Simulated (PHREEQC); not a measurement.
Hard or scaling water

Dissolve 5e-05 mol/kgw Ca(HCO3)2 and 6.2e-05 mol/kgw NaHCO3 at 25 °C. Closed to the air; pH follows from the charge balance.

Equilibrium calculation in PHREEQC: ion-association model, wateq4f.dat.

| Property | Result |
|---|---|
| pH | 8.14 |
| ionic strength | 0.000213 mol/kgw |
| total alkalinity | 0.162 meq/kg |

```csv
species,molality,activity,log γ
HCO3-,0.000158,0.000156,-0.007
Na+,6.20e-5,6.10e-5,-0.007
Ca+2,4.98e-5,4.66e-5,-0.029
CO2,2.55e-6,2.55e-6,0.000
OH-,1.40e-6,1.38e-6,-0.007
CO3-2,1.07e-6,1.00e-6,-0.029
CaHCO3+,9.40e-8,9.25e-8,-0.007
CaCO3,7.83e-8,7.83e-8,0.000
H+,7.40e-9,7.27e-9,-0.007
NaHCO3,5.33e-9,5.33e-9,0.000
NaCO3-,1.16e-9,1.14e-9,-0.007
```

Precipitation was switched off in this run.
